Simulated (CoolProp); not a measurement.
Properties of R1234ze(Z) along the isobar 0.101 MPa (Tc = 423.3 K, pc = 3.531 MPa, ω = 0.327).

Model: reference Helmholtz-energy equation of state, Akasaka 2019, in CoolProp.

```csv
T (K),phase,density (kg/m³),cp (kJ/(kg K)),cv (kJ/(kg K)),expansivity (1/kK)
299.9,gas,4.808,0.8619,0.7710,3.878
309.2,gas,4.642,0.8747,0.7863,3.692
318.5,gas,4.489,___,0.8019,3.529
327.9,gas,4.346,0.9025,0.8178,3.382
337.2,gas,4.214,0.9169,0.8336,3.253
346.6,gas,4.089,0.9317,___,3.134
355.9,gas,3.974,0.9464,___,3.027
365.3,gas,3.864,0.9612,0.8809,2.928
374.6,gas,3.762,0.9758,0.8962,2.838
383.9,gas,3.665,0.9903,0.9113,2.754
393.3,gas,3.573,1.005,0.9263,2.675
402.6,gas,3.486,1.019,0.9408,2.603
412,gas,3.403,1.033,0.9551,2.534
421.3,gas,3.325,1.046,0.9689,2.470
430.7,gas,3.249,1.059,0.9825,2.409
440,gas,3.178,1.072,0.9956,2.351
```

Complete the blanks.


- 318.5, cp (kJ/(kg K)): 0.8883
- 346.6, cv (kJ/(kg K)): 0.8495
- 355.9, cv (kJ/(kg K)): 0.8652
